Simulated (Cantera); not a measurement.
Charge: 1 mol Cr, 1.7 mol NH3, 4.9 mol N2, at 2698 K and 75.0 Torr.

These are equilibrium values from Cantera (NASA tables, ideal gas, pure condensed phases), not measurements of a reactor. Candidate condensed phases: Cr, CrN, Cr2N; 11 gas species. Equilibrium is a limit: real reactors are often held back by kinetics, nucleation or transport.

Base state: N2 0.592, H2 0.221, Cr 0.103, H 0.0838 (mole fractions); condensed: gas only.

What changes in the equilibrium state with this change: temperature from 2698 K to 1500 K?


```json
[
 {"species": "N2", "before": "0.592", "after": "0.683"},
 {"species": "H2", "before": "0.221", "after": "0.317"},
 {"species": "H", "before": "0.0838", "after": "3.13e-5"},
 {"species": "Cr", "before": "0.103", "after": "5.20e-6"},
 {"species": "Cr2N(s), mol", "before": "0", "after": "0.500"}
]
```
